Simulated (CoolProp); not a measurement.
A simple Rankine cycle with water: condensing at 294.15 K, boiler at 4.55 MPa, turbine inlet 536.3 K, turbine efficiency 0.75, pump efficiency 0.8, no recuperator. Each further row changes one setting.

The numbers come from the reference Helmholtz-energy equation of state, Wagner 2002 in CoolProp.

```json
[
 {"case": "as stated", "thermal efficiency (%)": "28.4", "net work (kJ/kg)": "775", "heat in (kJ/kg)": "2720", "turbine exit temperature (K)": "294.1", "volume ratio over the turbine": "973"},
 {"case": "turbine inlet 556.3 K", "thermal efficiency (%)": "28.6", "net work (kJ/kg)": "800", "heat in (kJ/kg)": "2800", "turbine exit temperature (K)": "294.1", "volume ratio over the turbine": "923"},
 {"case": "condensing temperature 286.15 K", "thermal efficiency (%)": "29.4", "net work (kJ/kg)": "810", "heat in (kJ/kg)": "2760", "turbine exit temperature (K)": "286.1", "volume ratio over the turbine": "1560"},
 {"case": "boiler pressure 3.18 MPa", "thermal efficiency (%)": "27.5", "net work (kJ/kg)": "769", "heat in (kJ/kg)": "2800", "turbine exit temperature (K)": "294.1", "volume ratio over the turbine": "654"},
 {"case": "turbine efficiency 0.65", "thermal efficiency (%)": "24.6", "net work (kJ/kg)": "671", "heat in (kJ/kg)": "2720", "turbine exit temperature (K)": "294.1", "volume ratio over the turbine": "1020"}
]
```

The expansion ends wet for: as stated; turbine inlet 556.3 K; condensing temperature 286.15 K; boiler pressure 3.18 MPa; turbine efficiency 0.65.
